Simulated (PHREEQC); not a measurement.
0.036 g of hydrous ferric oxide (600 m²/g; 0.2 weak and 0.005 strong sites per Fe, Dzombak-Morel constants, diffuse double layer) in 1 kg of water with 0.01 mol/kgw of an inert sodium salt and 8.7e-06 mol/kgw NiCl2, at 25 °C; the pH is set by adding NaOH or the inert anion's acid. Oxygen alone is held at its pressure in air (log pO2 = -0.68). CO2 from the air is kept out. Precipitation was switched off in this run.

Equilibrium calculation in PHREEQC: ion-association model, wateq4f.dat.

```json
[
 {"pH": "4", "Ni sorbed (%)": "0.0", "surface charge σ (C/m²)": "0.216", "surface potential ψ (mV)": "185"},
 {"pH": "4.38", "Ni sorbed (%)": "0.0", "surface charge σ (C/m²)": "0.173", "surface potential ψ (mV)": "174"},
 {"pH": "4.75", "Ni sorbed (%)": "0.0", "surface charge σ (C/m²)": "0.135", "surface potential ψ (mV)": "161"},
 {"pH": "5.5", "Ni sorbed (%)": "0.4", "surface charge σ (C/m²)": "0.077", "surface potential ψ (mV)": "132"},
 {"pH": "5.88", "Ni sorbed (%)": "1.8", "surface charge σ (C/m²)": "0.055", "surface potential ψ (mV)": "116"},
 {"pH": "6.25", "Ni sorbed (%)": "6.6", "surface charge σ (C/m²)": "0.040", "surface potential ψ (mV)": "99"},
 {"pH": "6.62", "Ni sorbed (%)": "15.8", "surface charge σ (C/m²)": "0.028", "surface potential ψ (mV)": "82"},
 {"pH": "7.38", "Ni sorbed (%)": "48.7", "surface charge σ (C/m²)": "0.012", "surface potential ψ (mV)": "45"},
 {"pH": "7.75", "Ni sorbed (%)": "76.0", "surface charge σ (C/m²)": "0.007", "surface potential ψ (mV)": "29"},
 {"pH": "8.12", "Ni sorbed (%)": "93.1", "surface charge σ (C/m²)": "0.002", "surface potential ψ (mV)": "10"},
 {"pH": "8.5", "Ni sorbed (%)": "98.5", "surface charge σ (C/m²)": "-0.002", "surface potential ψ (mV)": "-10"},
 {"pH": "9.25", "Ni sorbed (%)": "99.9", "surface charge σ (C/m²)": "-0.013", "surface potential ψ (mV)": "-50"},
 {"pH": "9.62", "Ni sorbed (%)": "100.0", "surface charge σ (C/m²)": "-0.021", "surface potential ψ (mV)": "-70"},
 {"pH": "10", "Ni sorbed (%)": "100.0", "surface charge σ (C/m²)": "-0.032", "surface potential ψ (mV)": "-89"}
]
```
